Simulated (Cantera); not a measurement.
A freely propagating, adiabatic, planar premixed flame of CH3OH : O2 : N2 = 1 : 1.85 : 6.96 (molar parts), unburnt at 525 K and 5.60 bar; mixture-averaged transport, grid criteria slope 0.08 and curve 0.16, no radiation.

Detailed kinetics in Cantera: GRI-Mech 3.0 (53 species, 325 reactions). GRI-Mech 3.0 was tuned for natural gas; its chemistry of methanol as a main component is partial and can be far from experiment. Burning velocities carry a grid error of a few per cent, more on coarse grids.

How do the results move with these cheaper or finer settings: unity-Lewis-number transport; multicomponent transport; multicomponent+Soret transport; grid criteria slope 0.5, curve 1; grid criteria slope 0.25, curve 0.5; grid criteria slope 0.03, curve 0.06?


```csv
setting,laminar burning velocity,thermal thickness,peak x(CH2CO),peak x(O),grid points
as above,45.5 cm/s,0.0977 mm,8.74e-7,0.00190,138
unity-Lewis-number transport,45.7 cm/s,0.0937 mm,1.01e-6,0.00235,137
multicomponent transport,46.2 cm/s,0.0987 mm,8.95e-7,0.00192,138
multicomponent+Soret transport,45.4 cm/s,0.0997 mm,8.70e-7,0.00192,139
"grid criteria slope 0.5, curve 1",51.8 cm/s,0.107 mm,8.62e-7,0.00197,37
"grid criteria slope 0.25, curve 0.5",47.7 cm/s,0.101 mm,8.53e-7,0.00194,60
"grid criteria slope 0.03, curve 0.06",44.7 cm/s,0.0970 mm,8.70e-7,0.00189,355
```
The base run took about 40 core-seconds (a rough figure).
Unity Lewis numbers drop preferential diffusion, which matters most where H2 and H carry the flame; Soret adds thermal diffusion.
